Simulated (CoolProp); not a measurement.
Saturation properties of water.

Model: reference Helmholtz-energy equation of state, Wagner 2002, in CoolProp.

| T (K) | p (kPa) | liquid density (kg/m³) | enthalpy of vaporisation (kJ/kg) | vapour Z | surface tension (mN/m) | liquid viscosity (µPa s) |
|---|---|---|---|---|---|---|
| 508.4 | 3076 | 820.0 | 1788 | 0.8523 | 29.3 | 113 |
| 511.7 | 3262 | 815.4 | 1772 | 0.8464 | 28.5 | 112 |
| 514.9 | 3451 | 810.9 | 1757 | 0.8406 | 27.8 | 110 |
| 518.2 | 3654 | 806.2 | 1740 | ___ | 27.0 | 109 |
| 521.4 | 3860 | 801.5 | 1724 | 0.8282 | 26.2 | 107 |
| 524.7 | 4081 | 796.6 | ___ | 0.8217 | 25.5 | 106 |
| 527.9 | 4305 | 791.7 | 1690 | 0.8152 | 24.7 | ___ |
| 531.2 | 4545 | 786.7 | 1672 | 0.8084 | 23.9 | 103 |
| 534.4 | 4788 | 781.7 | 1655 | 0.8015 | ___ | 101 |

Fill in the missing entries.


- 518.2, vapour Z: 0.8344
- 524.7, enthalpy of vaporisation (kJ/kg): 1707
- 527.9, liquid viscosity (µPa s): 104
- 534.4, surface tension (mN/m): 23.2

It boils at 373.1 K under 1 atm.

Viscosity comes from a separate model (Huber 2009). Surface tension comes from a separate correlation (Mulero 2012).
